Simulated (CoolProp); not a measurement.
Nitrogen along the isotherm -135.65 °C: Z from the reference equation and from simpler models built on Tc = -147.0 °C, pc = 33.96 bar, ω = 0.037; each cubic takes its own stable root.

The numbers come from the reference Helmholtz-energy equation of state, Span 2000 in CoolProp.

| p (bar) | phase | reference |
|---|---|---|
| 4.63 | gas | 0.9643 |
| 9.26 | gas | 0.9270 |
| 13.9 | gas | 0.8875 |
| 18.5 | gas | 0.8460 |
| 23.2 | gas | 0.8007 |
| 27.8 | gas | 0.7528 |
| 32.4 | gas | 0.7005 |
| 37 | supercritical | 0.6426 |
| 41.7 | supercritical | 0.5762 |
| 46.3 | supercritical | 0.5045 |
| 50.9 | supercritical | 0.4366 |

Q: How far does each simpler model (van der Waals, Redlich-Kwong, Peng-Robinson) lie from the reference over these 11 states: mean and median of the absolute difference, and the worst?

A: 
- van der Waals: mean 1.7 %, median 0.7 %, worst -7.8 % at -135.65 °C and 46.3 bar
- Redlich-Kwong: mean 0.8 %, median 0.6 %, worst +4.0 % at -135.65 °C and 50.9 bar
- Peng-Robinson: mean 2.8 %, median 3.1 %, worst -4.6 % at -135.65 °C and 41.7 bar
